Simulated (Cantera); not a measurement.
Cantera run:

```python
import numpy as np
import cantera as ct

gas_names = """
    C CH CH2 CH3 CH2OH CH3O CH4 CH3OH CN CO CO2 COOH C2 C2H CHCO,ketyl C2H2,acetylene C2H2,vinylidene
    CH2CO,ketene C2H3,vinyl CH3CN CH3CO,acetyl C2H4 C2H4O,ethylen CH3CHO,ethanal CH3COOH (HCOOH)2 C2H5
    C2H6 CH3OCH3 C2H5OH CCN CNC C2N2 C2O C3 C3H3,propargyl C3H4,allene C3H4,propyne C3H4,cyclo-
    C3H5,allyl C3H6,propylene C3H6,cyclo- C3H6O C3H7,n-propyl C3H7,i-propyl C3H8 C3H8O,1propanol
    C3H8O,2propanol C3O2 C4 C4H2 C4H4,1,3-cyclo- C4H6,butadiene C4H6,2-butyne C4H6,cyclo- C4H8,1-butene
    C4H8,cis2-buten C4H8,tr2-butene C4H8,isobutene C4H8,cyclo- (CH3COOH)2 C4H9,n-butyl C4H9,i-butyl
    C4H9,s-butyl C4H9,t-butyl C4H10,isobutane C4H10,n-butane C4N2 C5 C5H6,1,3cyclo- C5H8,cyclo-
    C5H10,1-pentene C5H10,cyclo- C5H11,pentyl C5H11,t-pentyl C5H12,n-pentane C5H12,i-pentane
    CH3C(CH3)2CH3 C6H2 C6H5,phenyl C6H5O,phenoxy C6H6 C6H5OH,phenol C6H10,cyclo- C6H12,1-hexene
    C6H12,cyclo- C6H13,n-hexyl C7H7,benzyl C7H8 C7H8O,cresol C7H14,1-heptene C7H15,n-heptyl
    C7H16,n-heptane C8H8,styrene C8H10,ethylbenz C8H16,1-octene C8H17,n-octyl C8H18,isooctane
    C8H18,n-octane C9H19,n-nonyl C10H8,naphthale C10H21,n-decyl C12H9,o-bipheny C12H10,bipheny H HCN HCO
    HCCN HNC HNCO HNO HNO2 HNO3 HO2 H2 HCHO,formaldehy HCOOH H2O H2O2 N NCO NH NH2 NH3 NH2OH NO NO2 NO3
    N2 N2H2 N2H4 N2O O OH O2 O3
""".split()
cond_names = """
    C(gr) C6H6(L) C7H8(L) C8H18(L),n-octa H2O(s) H2O(L)
""".split()


def load(file, names, dense=False):
    # The tables refer to 1 bar. Condensed volumes are neglected.
    table = {s.name: s for s in ct.Species.list_from_file(file)}
    out = []
    for n in names:
        d = dict(table[n].input_data)
        d["thermo"] = dict(d["thermo"], **{"reference-pressure": 1e5})
        if dense:
            d["equation-of-state"] = {"model": "constant-volume", "density": "1e6 g/cm^3"}
        out.append(ct.Species.from_dict(d))
    return out


gas = ct.Solution(thermo="ideal-gas", species=load("nasa_gas.yaml", gas_names))
cond = {s.name: ct.Solution(thermo="fixed-stoichiometry", species=[s], name=s.name)
        for s in load("nasa_condensed.yaml", cond_names, dense=True)}
atoms = {
    'C2H5OH': {'C': 2, 'H': 6, 'O': 1},
    'CO2': {'C': 1, 'O': 2},
    'N2': {'N': 2},
}
top_T = {'C(gr)': 4500}  # K; cautious upper limits of use, not melting points


def equilibrate(T, P, feed):
    n = {}
    for name, mol in feed.items():
        for a, k in atoms[name].items():
            n[a] = n.get(a, 0.0) + k * mol
    gas.TPX = T, P, n
    mass = sum(n.values()) * gas.mean_molecular_weight
    gas.equilibrate("TP")
    valid = [c for c in cond.values() if c.min_temp <= T <= top_T.get(c.name, c.max_temp)]
    mix = ct.Mixture([(gas, mass / gas.mean_molecular_weight)] + [(c, 0.0) for c in valid])
    mix.T, mix.P = T, P
    mix.equilibrate("TP", solver="vcs", rtol=1e-11, max_steps=5000)
    return mix


results = []
feed = {'C2H5OH': 1, 'CO2': 0.71, 'N2': 1.8}  # mol
T = 1050  # K
P = 2500  # Pa
mix = equilibrate(T, P, feed)
results.append((T, P, feed, dict(zip(mix.species_names, mix.species_moles))))
print(gas.report(threshold=1e-06))
for i in range(1, mix.n_phases):
    print(f"{mix.phase(i).name:16s} {mix.phase_moles(i):12.5e} mol")
```

Result:

```
       temperature   1050 K
          pressure   2500 Pa
           density   0.0049323 kg/m^3
  mean mol. weight   17.224 kg/kmol
   phase of matter   gas

                          1 kg             1 kmol
                     ---------------   ---------------
          enthalpy       -8.4049e+05       -1.4476e+07  J
   internal energy       -1.3474e+06       -2.3207e+07  J
           entropy             14277        2.4591e+05  J/K
    Gibbs function       -1.5832e+07       -2.7268e+08  J
 heat capacity c_p              1862             32071  J/K
 heat capacity c_v            1379.3             23756  J/K

                      mass frac. Y      mole frac. X     chem. pot. / RT
                     ---------------   ---------------   ---------------
               CH4        0.00022961        0.00024651           -45.986
                CO           0.54293           0.33385           -43.176
               CO2         0.0015221        0.00059569           -84.759
               HCN        5.6177e-06        3.5802e-06           -27.724
                H2          0.048574             0.415           -22.197
               H2O        0.00065752        0.00062864            -63.78
               NH3        1.4008e-06        1.4167e-06           -48.328
                N2           0.40608           0.24967           -30.066
     [ +128 minor]        2.7093e-08        4.8507e-08

C(gr)             2.97024e-01 mol
```

These are equilibrium values from Cantera (NASA tables, ideal gas, pure condensed phases), not measurements of a reactor.
